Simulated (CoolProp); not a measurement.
Vapour-liquid equilibrium of fluoroethane (R161) (1) + R134a (2) at 45.45 °C; x and y are mole fractions of (1).

Model: multi-fluid Helmholtz-energy mixture model, Wu 2012 and Tillner-Roth 1994; pair parameters Bell 2016, in CoolProp.

```csv
x,bubble pressure (bar),y at the bubble point,dew pressure at overall composition x (bar),liquid density (mol/L)
0.05,11.86,0.057,11.84,11.13
0.2,12.26,0.227,12.19,11.51
0.35,12.72,0.392,12.59,11.91
0.5,13.25,0.550,13.07,12.32
0.65,13.86,0.699,13.65,12.75
0.8,14.54,0.837,14.35,13.19
0.95,15.30,0.962,15.22,13.64
```

No azeotrope shows between x = 0.05 and 0.95.

The pair parameters rest on a limited set of measurements; away from them the model extrapolates.
